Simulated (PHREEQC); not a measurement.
A PHREEQC input (ion-association model, wateq4f.dat):

```
SOLUTION 1
  temp 25
  units mg/L
  pH 7.55
  pe 9.4
  Na 314
  K 11.7
  Ca 230
  Mg 44.5
  Cl 492
  S(6) 496 as SO4
  Alkalinity 302 as HCO3 charge
  Ni 3.43
  Br 0.274
  Si 2.53 as SiO2
END
USE solution 1
EQUILIBRIUM_PHASES 1
  Gypsum 0 0
  Quartz 0 0.5
  CO2(g) -3.4 10
END
```

It stops with these messages:

```
ERROR: Alkalinity cannot be used with charge balance or solution phase boundary constraints.
ERROR: Program terminating due to input errors.
```

The fault: charge balance asked on alkalinity. The line should read `as HCO3` where the input has `as HCO3 charge`. With the mend the run ends at pH 8.71 and ionic strength 0.0356 mol/kgw.
